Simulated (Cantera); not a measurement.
A freely propagating, adiabatic, planar premixed flame of 10.0 % CH4, 18.2 % O2, 68.5 % N2, 3.21 % H2O, unburnt at 598 K and 10.0 bar; mixture-averaged transport, grid criteria slope 0.08 and curve 0.16, no radiation.

Detailed kinetics in Cantera: GRI-Mech 3.0 (53 species, 325 reactions). Burning velocities carry a grid error of a few per cent, more on coarse grids.

Question: Predict: laminar burning velocity; thermal thickness; peak x(CH2CO); peak x(HO2); peak x(CH2).

Answer: 
```
Property                     Result
------------------------  ---------
laminar burning velocity  46.7 cm/s
thermal thickness         0.0727 mm
peak x(CH2CO)              0.000280
peak x(HO2)                0.000184
peak x(CH2)                 4.38e-5
```
